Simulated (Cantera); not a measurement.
A perfectly stirred reactor is fed with CH₄ : CO₂ = 8.8 : 3.2 (molar parts), at 1580 Torr; it is held at 2198 K, and followed from long to short residence time.

Detailed kinetics in Cantera: GRI-Mech 3.0 (53 species, 325 reactions). GRI-Mech 3.0 stops at C3 and has no aromatics, soot or wall deposition, so with more carbon than oxygen in the feed, carbon stays in small species such as C2H2 where larger ones or solid carbon would form.

x: mole fraction; the columns are a selection and need not sum to one.

```csv
τ (s),x CH₄,x CO₂,x O₂,x CH₃,x HO₂,x H₂O₂
9.5,0.00184,3.55e-6,<1e-12,0.000174,<1e-12,<1e-12
1.9,0.00206,1.70e-5,<1e-12,0.000194,<1e-12,<1e-12
0.39,0.00288,8.15e-5,<1e-12,0.000271,<1e-12,<1e-12
0.078,0.00532,0.000394,8.49e-12,0.000500,<1e-12,<1e-12
0.016,0.0110,0.00171,1.42e-10,0.00103,<1e-12,1.21e-12
0.0032,0.0232,0.00647,___,0.00217,6.25e-12,1.19e-11
0.00065,0.0500,0.0220,___,0.00457,2.82e-11,4.46e-11
0.00013,0.116,0.0730,___,0.00974,5.51e-11,4.83e-11
```

Task: What belongs in the gaps?

Result: 
- 0.0032, x O₂: 1.34e-9
- 0.00065, x O₂: 4.84e-9
- 0.00013, x O₂: 5.34e-9
